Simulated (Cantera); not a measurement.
Input: 1 mol SiHCl3, 0.027 mol Cl2, 140 mol N2, at 75.0 Torr.

These are equilibrium values from Cantera (NASA tables, ideal gas, pure condensed phases), not measurements of a reactor. Candidate condensed phases: NH4Cl, Si, Si3N4; 28 gas species. N2 is the only nitrogen source here; it is nearly inert below about 1500 K, so the nitride shown seldom forms there in practice. The tables' values for SiCl3 are old estimates; treat these amounts as uncertain. The numbers say what is thermodynamically allowed, not how fast it happens.

log p: log10 of the partial pressure in bar; n: condensed amount in mol.

```
T (°C)  log p N2  log p HCl  log p SiCl2  log p SiCl4  log p SiCl3  n Si3N4(s)
------  --------  ---------  -----------  -----------  -----------  ----------
800        -1.00      -3.18        -7.08        -3.43        -5.85       0.156
900        -1.00      -3.18        -5.92        -3.43        -5.17       0.156
1000       -1.00      -3.17          ___        -3.46        -4.61       0.152
1100       -1.00      -3.17        -4.16        -3.54        -4.18       0.134
1200       -1.01      -3.18          ___          ___        -3.96         ___
1300       -1.01      -3.20        -3.26        -4.41        -4.05      0.0135
1400       -1.01      -3.19        -3.20        -4.85        -4.19           0
1500       -1.01      -3.19        -3.19        -5.21        -4.31           0
```

**Question.** Some entries are withheld; supply them.

**Answer.** 
- 1000, log p SiCl2: -4.95
- 1200, log p SiCl2: -3.58
- 1200, log p SiCl4: -3.80
- 1200, n Si3N4(s): 0.0815
